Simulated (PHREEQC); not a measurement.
## City or well water (model solution)

A made-up water analysis in mmol/kgw, 25 °C, pH 7.6, pe 9.4:

```csv
constituent,mmol/kgw
Na,0.838
K,0.501
Ca,0.357
Mg,0.433
Cl,1.19
S(6),0.182
Alkalinity (meq/kgw),1.27
Pb,0.000691
```

Valence states are taken as typed.

Model: ion-association model, phreeqc.dat, run in PHREEQC.

Precipitation was switched off in this run.

Problem. What specific conductance does the model give?

Solution. specific conductance 317 µS/cm.

Problem. In which forms is Mg present?

Solution. Mg+2 97 %, MgSO4 2.2 %, MgHCO3+ 1.1 % of the Mg.

Species that the database lacks are ignored.
